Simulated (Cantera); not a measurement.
## Equilibrium for silicon epitaxy and polysilicon growth: SiCl4 + N2

Input: 1 mol SiCl4, 60 mol N2, equilibrated at 1000 Pa.

Equilibrium computed with Cantera from the NASA thermochemical tables; the gas is ideal and each condensed phase is pure. Candidate condensed phases: Si, Si3N4; 13 gas species. The tables' values for SiCl3 are old estimates; treat these amounts as uncertain. Rates play no part.

| T (K) | x N2 | x SiCl4 | x Cl | x SiCl3 |
|---|---|---|---|---|
| 1150 | 0.984 | 0.0164 | 1.41e-5 | 1.44e-5 |
| 1200 | 0.984 | 0.0164 | 3.36e-5 | 3.34e-5 |
| 1250 | 0.984 | 0.0163 | 7.49e-5 | 7.22e-5 |
| 1300 | 0.983 | 0.0162 | 0.000158 | 0.000146 |
| 1350 | 0.983 | 0.0161 | 0.000317 | 0.000276 |
| 1400 | 0.983 | 0.0158 | 0.000611 | 0.000491 |
| 1450 | 0.982 | 0.0154 | 0.00113 | 0.000824 |
| 1500 | 0.982 | 0.0147 | 0.00202 | 0.00131 |
| 1550 | 0.980 | 0.0136 | 0.00346 | 0.00195 |
x: gas mole fraction; nothing condenses.

From 1150 K to 1550 K nothing is condensed. The main Si-bearing gas is SiCl4 throughout.
